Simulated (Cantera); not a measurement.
What does this Cantera script print?

```python
import numpy as np
import cantera as ct

gas_names = """
    B BN BO BO2 B2 B2O B2O2 B2O3 N NO NO2 NO3 N2 N2O O O2 O3
""".split()
cond_names = """
    B(b) B(L) BN(s) B2O3(L)
""".split()


# ... load() reads the species with a 1 bar reference pressure and builds the phases ...
atoms = {
    'BN': {'B': 1, 'N': 1},
    'O2': {'O': 2},
    'N2': {'N': 2},
}
top_T = {'BN(s)': 3200}  # K; cautious upper limits of use, not melting points


# ... equilibrate(T, P, feed) seeds the gas with the atoms and calls Mixture.equilibrate('TP', solver="vcs", rtol=1e-11, max_steps=5000) ...
results = []
feed = {'BN': 1, 'O2': 2, 'N2': 20}  # mol
T = 1073  # K
P = 133.322  # Pa
mix = equilibrate(T, P, feed)
results.append((T, P, feed, dict(zip(mix.species_names, mix.species_moles))))
x = sorted(zip(gas.X, gas.species_names), reverse=True)
print(f"T = {T:g} K  P = {P:g} Pa  gas = {mix.phase_moles(0):.4g} mol")
print("   x: " + "  ".join(f"{s} {v:.3e}" for v, s in x if v > 1e-05))
print("   condensed (mol): " + ("  ".join(f"{mix.phase(i).name} {mix.phase_moles(i):.4g}"
      for i in range(1, mix.n_phases) if mix.phase_moles(i) > 1e-12) or "none"))
```

Result:

```
T = 1073 K  P = 133.322 Pa  gas = 21.75 mol
   x: N2 9.425e-01  O2 5.745e-02  NO 3.781e-05
   condensed (mol): B2O3(L) 0.5
```

Equilibrium computed with Cantera from the NASA thermochemical tables; the gas is ideal and each condensed phase is pure.
